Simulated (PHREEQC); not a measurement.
Dissolve 19 mmol/kgw HBF4 at 25 °C. Closed to the air; pH follows from the charge balance.

Computed with PHREEQC (ion-association model, phreeqc.dat).

This is a speciation only: nothing precipitates in the calculation.

What pH does the model give?

pH 1.80.

In which forms is B present?

BF4- 86 %, H3BO3 9.1 %, BF3OH- 4.1 %, BF2(OH)2- 0.7 % of the B.

Real BF4- forms and hydrolyses slowly; the run takes it at equilibrium.
